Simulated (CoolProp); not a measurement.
Computed with CoolProp (reference Helmholtz-energy equation of state, Thol 2017).

Give the vapour pressure (MPa), vapour density (kg/m³), surface tension (mN/m) of saturated octamethyltrisiloxane (MDM) at 296.6, 300.3, 311.5 K.


| T (K) | p (MPa) | vapour density (kg/m³) | surface tension (mN/m) |
|---|---|---|---|
| 296.6 | 0.000451 | 0.0433 | 16.7 |
| 300.3 | 0.000574 | 0.0545 | 16.4 |
| 311.5 | 0.00114 | 0.104 | 15.4 |

Surface tension comes from a separate correlation (Mulero 2014), older than this fluid's equation and unchecked against measurements.
